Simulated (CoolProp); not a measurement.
A simple Rankine cycle with R21: condensing at 293.15 K, boiler at 0.617 MPa, turbine inlet 344.7 K, turbine efficiency 0.65, pump efficiency 0.6, no recuperator. Each further row changes one setting.

Computed with CoolProp (reference Helmholtz-energy equation of state, Platzer 1990). This equation is an older, rougher fit; its heat capacities, sound speeds and derivatives of the liquid may be far off and weren't checked against measurements.

| case | thermal efficiency (%) | net work (kJ/kg) | heat in (kJ/kg) | turbine exit temperature (K) | volume ratio over the turbine |
|---|---|---|---|---|---|
| as stated | 8.0 | 20.5 | 257 | 298.5 | 3.76 |
| turbine inlet 364.7 K | 8.1 | ? | 272 | ? | ? |
| condensing temperature 285.15 K | ? | 24.5 | 265 | ? | ? |
| boiler pressure 0.432 MPa | 6.2 | 16.1 | 261 | 311.5 | 2.66 |
| turbine efficiency 0.55 | ? | 17.2 | 257 | 303.6 | 3.84 |

**Question.** Fill in the missing entries.

**Answer.** 
- turbine inlet 364.7 K, net work (kJ/kg): 22.1
- turbine inlet 364.7 K, turbine exit temperature (K): 319.0
- turbine inlet 364.7 K, volume ratio over the turbine: 3.74
- condensing temperature 285.15 K, thermal efficiency (%): 9.2
- condensing temperature 285.15 K, turbine exit temperature (K): 290.2
- condensing temperature 285.15 K, volume ratio over the turbine: 4.94
- turbine efficiency 0.55, thermal efficiency (%): 6.7
